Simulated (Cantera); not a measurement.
Gas mixture: 78.7 % N2, 21.3 % CH4, at 1.01 bar, frozen composition.

Cantera's kinetic-theory transport with the Lennard-Jones parameters of GRI-Mech 3.0, ideal gas; thermal conductivity in the mixture-averaged form. The composition is frozen, though it would react at the higher temperatures.

D: mixture-averaged diffusion coefficient of that species in the mixture.

| T (K) | ρ (kg/m³) | cp (J/kg/K) | μ (µPa s) | λ (mW/m/K) | Pr | D (cm²/s) H2 | D (cm²/s) NH3 | D (cm²/s) C2H2 |
|---|---|---|---|---|---|---|---|---|
| 400 | 0.776 | 1245 | 20.8 | 36.0 | 0.720 | 1.26 | 0.383 | 0.284 |
| 650 | 0.477 | 1405 | 29.2 | 56.5 | 0.727 | 2.83 | 0.932 | 0.665 |
| 900 | 0.345 | 1569 | 36.3 | 76.9 | 0.741 | 4.87 | 1.65 | 1.16 |
| 1150 | 0.270 | 1701 | [?] | [?] | 0.752 | [?] | [?] | [?] |
| 1400 | 0.222 | 1799 | 48.5 | 115 | 0.757 | 10.1 | 3.52 | 2.43 |
| 1650 | 0.188 | 1875 | [?] | [?] | 0.761 | [?] | [?] | [?] |
| 1900 | 0.163 | 1933 | 59.1 | 150 | 0.764 | 16.8 | 5.89 | 4.04 |
| 2150 | 0.144 | 1978 | 64.0 | 165 | 0.766 | 20.6 | 7.24 | 4.97 |

Task: What belongs in the gaps?

Result: 
- 1150, μ (µPa s): 42.6
- 1150, λ (mW/m/K): 96.5
- 1150, D (cm²/s) H2: 7.31
- 1150, D (cm²/s) NH3: 2.52
- 1150, D (cm²/s) C2H2: 1.75
- 1650, μ (µPa s): 53.9
- 1650, λ (mW/m/K): 133
- 1650, D (cm²/s) H2: 13.3
- 1650, D (cm²/s) NH3: 4.65
- 1650, D (cm²/s) C2H2: 3.20
